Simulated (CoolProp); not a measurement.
Aqueous potassium carbonate as a coolant, 3 % by mass, freezing at -0.9 °C, 1 atm.

The numbers come from the Melinder's fits for secondary coolants in CoolProp.

```csv
T (°C),cp (kJ/(kg K)),viscosity (mPa s),Prandtl number,density (kg/m³)
2.9,3.999,1.71,12.1,1029
8.4,3.999,1.45,?,1028
13.9,4.001,1.24,8.49,?
19.4,4.004,1.08,7.28,1026
25,4.008,0.950,?,1024
30.5,4.013,0.843,?,1022
```

Q: Fill in the missing entries.

A: 
- 8.4, Prandtl number: 10.0
- 13.9, density (kg/m³): 1027
- 25, Prandtl number: 6.30
- 30.5, Prandtl number: 5.52
